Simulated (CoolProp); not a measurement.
Vapour-liquid equilibrium of R124 (1) + R142b (2) at 0.0478 bar; x and y are mole fractions of (1).

The numbers come from the multi-fluid Helmholtz-energy mixture model, de Vries 1995 and Lemmon 2006; pair parameters Bell 2016 in CoolProp.

| x | bubble temperature, mixture model (K) | bubble temperature, Raoult's law (K) | y, mixture model | y, Raoult's law |
|---|---|---|---|---|
| 0.05 | 207.4 | 207.3 | 0.051 | 0.054 |
| 0.15 | 207.3 | 207.2 | 0.152 | 0.161 |
| 0.25 | 207.3 | 207.1 | 0.253 | 0.266 |
| 0.35 | 207.3 | 207.0 | 0.356 | 0.369 |
| 0.45 | 207.2 | 206.8 | 0.460 | 0.470 |
| 0.55 | 207.2 | 206.7 | 0.566 | 0.570 |
| 0.65 | 207.0 | 206.6 | 0.671 | 0.668 |
| 0.75 | 206.9 | 206.5 | 0.774 | 0.765 |
| 0.85 | 206.7 | 206.4 | 0.871 | 0.860 |
| 0.95 | 206.4 | 206.3 | 0.960 | 0.954 |

The largest gap from Raoult's law is +0.5 K in bubble temperature, at x = 0.55. No azeotrope shows between x = 0.05 and 0.95.

The pair parameters rest on a limited set of measurements; away from them the model extrapolates.
